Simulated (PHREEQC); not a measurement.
**Reverse-osmosis permeate**

Model water analysis in mg/L, 25 °C, pH 6.63, pe 11.2: Na 0.824; K 0.482; Ca 1.72; Mg 2.94; Cl 2.64; S(6) as SO4 11.2; Alkalinity as HCO3 4; Cd 0.00808; N(5) as NO3 0.0604.

Valence states are taken as typed.

Computed with PHREEQC (ion-association model, wateq4f.dat).

```
Quantity                        Result
--------------------  ----------------
ionic strength        0.000642 mol/kgw
charge-balance error             0.2 %
```

```json
[
 {"species": "Mg+2", "molality": "0.000118", "activity": "0.000106", "log γ": "-0.049"},
 {"species": "SO4-2", "molality": "0.000113", "activity": "0.000101", "log γ": "-0.050"},
 {"species": "Cl-", "molality": "7.45e-5", "activity": "7.23e-5", "log γ": "-0.013"},
 {"species": "HCO3-", "molality": "6.56e-5", "activity": "6.38e-5", "log γ": "-0.012"},
 {"species": "Ca+2", "molality": "4.21e-5", "activity": "3.76e-5", "log γ": "-0.050"},
 {"species": "Na+", "molality": "3.58e-5", "activity": "3.48e-5", "log γ": "-0.012"},
 {"species": "CO2", "molality": "3.36e-5", "activity": "3.36e-5", "log γ": "0.000"},
 {"species": "K+", "molality": "1.23e-5", "activity": "1.20e-5", "log γ": "-0.013"},
 {"species": "MgSO4", "molality": "2.50e-6", "activity": "2.50e-6", "log γ": "0.000"}
]
```

No solid was allowed to form.
